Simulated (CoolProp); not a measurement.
p-xylene at several states: density (kg/m³) from the reference equation and from simpler models built on Tc = 616.2 K, pc = 3.532 MPa, ω = 0.324; each cubic takes its own stable root.

Model: reference Helmholtz-energy equation of state, Zhou 2012, in CoolProp.

```csv
T (K),p (MPa),phase,reference
476.1,0.208,gas,5.910
373.8,0.0242,gas,0.8399
579.4,6.63,liquid,570.2
476.8,0.0276,gas,0.7444
500.1,1.47,liquid,656.7
```

**Question.** How far does each simpler model (Redlich-Kwong, Soave-Redlich-Kwong) lie from the reference over these 5 states: mean and median of the absolute difference, and the worst?

**Answer.** 
- Redlich-Kwong: mean 8.0 %, median 1.4 %, worst -19.6 % at 500.1 K and 1.47 MPa
- Soave-Redlich-Kwong: mean 6.3 %, median 0.9 %, worst -15.7 % at 579.4 K and 6.63 MPa
